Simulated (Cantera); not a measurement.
Input (Python, Cantera) and output of one run.

```python
import numpy as np
import cantera as ct

gas_names = """
    Fe FeO Fe(OH)2 H HO2 H2 H2O H2O2 O OH O2 O3
""".split()
cond_names = """
    Fe(a) Fe(c) Fe(d) Fe(L) FeO(s) FeO(L) Fe(OH)2(s) Fe(OH)3(s) Fe2O3(s) Fe3O4(s) H2O(s) H2O(L)
""".split()


# ... load() reads the species with a 1 bar reference pressure and builds the phases ...
atoms = {
    'Fe3O4': {'Fe': 3, 'O': 4},
    'H2': {'H': 2},
}
top_T = {'Fe2O3(s)': 1830, 'Fe3O4(s)': 1870}  # K; cautious upper limits of use, not melting points


# ... equilibrate(T, P, feed) seeds the gas with the atoms and calls Mixture.equilibrate('TP', solver="vcs", rtol=1e-11, max_steps=5000) ...
results = []
feed = {'Fe3O4': 1, 'H2': 480}  # mol
P = 230  # Pa
for T in [1173, 1198, 1223, 1248, 1273, 1298, 1323, 1348]:
    mix = equilibrate(T, P, feed)
    results.append((T, P, feed, dict(zip(mix.species_names, mix.species_moles))))
    x = sorted(zip(gas.X, gas.species_names), reverse=True)
    print(f"T = {T:g} K  P = {P:g} Pa  gas = {mix.phase_moles(0):.4g} mol")
    print("   x: " + "  ".join(f"{s} {v:.3e}" for v, s in x if v > 1e-05))
    print("   condensed (mol): " + ("  ".join(f"{mix.phase(i).name} {mix.phase_moles(i):.4g}"
          for i in range(1, mix.n_phases) if mix.phase_moles(i) > 1e-12) or "none"))
```

Result:

```
T = 1173 K  P = 230 Pa  gas = 480 mol
   x: H2 9.917e-01  H2O 8.333e-03
   condensed (mol): Fe(a) 3
T = 1198 K  P = 230 Pa  gas = 480 mol
   x: H2 9.917e-01  H2O 8.333e-03
   condensed (mol): Fe(c) 3
T = 1223 K  P = 230 Pa  gas = 480 mol
   x: H2 9.917e-01  H2O 8.333e-03
   condensed (mol): Fe(c) 3
T = 1248 K  P = 230 Pa  gas = 480 mol
   x: H2 9.917e-01  H2O 8.333e-03
   condensed (mol): Fe(c) 3
T = 1273 K  P = 230 Pa  gas = 480 mol
   x: H2 9.917e-01  H2O 8.333e-03  H 1.481e-05
   condensed (mol): Fe(c) 3
T = 1298 K  P = 230 Pa  gas = 480 mol
   x: H2 9.916e-01  H2O 8.333e-03  H 2.225e-05
   condensed (mol): Fe(c) 3
T = 1323 K  P = 230 Pa  gas = 480 mol
   x: H2 9.916e-01  H2O 8.333e-03  H 3.293e-05
   condensed (mol): Fe(c) 3
T = 1348 K  P = 230 Pa  gas = 480 mol
   x: H2 9.916e-01  H2O 8.333e-03  H 4.804e-05
   condensed (mol): Fe(c) 2.999
```

Equilibrium computed with Cantera from the NASA thermochemical tables; the gas is ideal and each condensed phase is pure.
